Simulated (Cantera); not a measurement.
A closed system holds: 1 mol Si2Cl6, 43 mol N2, equilibrated at 902 °C and 29000 Pa.

These are equilibrium values from Cantera (NASA tables, ideal gas, pure condensed phases), not measurements of a reactor. Candidate condensed phases: Si, Si3N4; 13 gas species. The feed counts by its element totals alone. N2 is the only nitrogen source here; it is nearly inert below about 1500 K, so the nitride shown seldom forms there in practice. The tables' values for SiCl3 are old estimates; treat these amounts as uncertain. Equilibrium is a limit: real reactors are often held back by kinetics, nucleation or transport.

Base state: N2 0.966, SiCl4 0.0338, SiCl3 0.000235, SiCl2 1.60e-5 (mole fractions); condensed: Si3N4(s).

Q: What changes in the equilibrium state with this change: 1.3 mol O2 added?

A: 
```csv
species,before,after
N2,0.966,0.949
Cl2,<1e-9,0.0347
SiCl4,0.0338,0.0154
SiCl3,0.000235,1.26e-8
SiCl2,1.60e-5,<1e-9
Cl,1.47e-7,0.00125
"Si3N4(s), mol",0.166,0
"SiO2(β-quartz), mol",0,1.30
```
The tables hold silica as quartz up to 1696 K and as liquid above; real silica turns to tridymite and cristobalite and melts near 1996 K. Further candidate phases: SiO2, Si2N2O.
